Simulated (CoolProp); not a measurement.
Properties of dry air along the isobar 1.54 MPa (Tc = 132.5 K, pc = 3.786 MPa, ω = 0.034).

Values from CoolProp's reference Helmholtz-energy equation of state, Lemmon 2000. It is a pseudo-pure fit of the blend.

```csv
T (K),phase,Z,cp (kJ/(kg K)),cv (kJ/(kg K)),expansivity (1/kK),viscosity (µPa s)
91,liquid,0.07178,1.991,0.9961,6.139,116
95.4,liquid,0.07042,2.035,0.9788,6.703,102
99.9,liquid,0.06942,2.098,0.9631,7.459,89.7
104.3,liquid,0.06886,2.185,0.9499,8.469,79.3
122,gas,0.7906,1.549,0.8299,16.85,9.15
126.5,gas,0.8180,1.434,0.8060,14.55,9.40
130.9,gas,0.8397,1.359,0.7899,12.97,9.66
135.3,gas,0.8577,1.304,0.7781,11.77,9.92
139.8,gas,0.8733,1.261,0.7687,10.80,10.2
144.2,gas,0.8863,1.229,0.7615,10.03,10.4
```

Viscosity comes from a separate model (Lemmon 2004).
